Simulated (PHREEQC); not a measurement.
Make-up at 70 °C: 20 mmol/kgw CuCl2 and 13 mmol/kgw H3BO3. Closed to the air; pH follows from the charge balance.

Computed with PHREEQC (ion-association model, phreeqc.dat).

Precipitation was switched off in this run.

Problem. Predict the pH, ionic strength, density.

Solution. pH 4.13; ionic strength 0.0508 mol/kgw; density 0.980 g/cm³.

Problem. In which forms is Cu present?

Solution. Cu+2 77 %, CuCl+ 22 % of the Cu.

At this temperature some constants are extrapolated from 25 °C, and those without enthalpy data are left unchanged.
